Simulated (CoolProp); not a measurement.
Aqueous potassium acetate as a coolant, 8 % by mass, freezing at -3.5 °C, 1 atm.

Values from CoolProp's Melinder's fits for secondary coolants.

```csv
T (°C),viscosity (mPa s),Prandtl number,conductivity (W/(m K)),density (kg/m³)
0.4,2.13,15.3,0.540,1046
3.5,1.92,13.6,0.545,1045
6.5,1.75,12.3,0.550,1045
9.6,1.60,11.2,0.555,1044
12.6,(withheld),10.2,0.560,1043
15.7,(withheld),9.30,0.565,1042
18.7,1.26,8.56,0.570,1042
21.7,1.17,7.91,0.574,1041
24.8,1.09,(withheld),0.579,1040
27.8,1.02,(withheld),0.583,1039
30.9,0.955,6.32,0.588,1038
33.9,0.898,5.91,0.592,1037
```

Q: Complete the blanks.

A: 
- 12.6, viscosity (mPa s): 1.47
- 15.7, viscosity (mPa s): 1.35
- 24.8, Prandtl number: 7.31
- 27.8, Prandtl number: 6.80
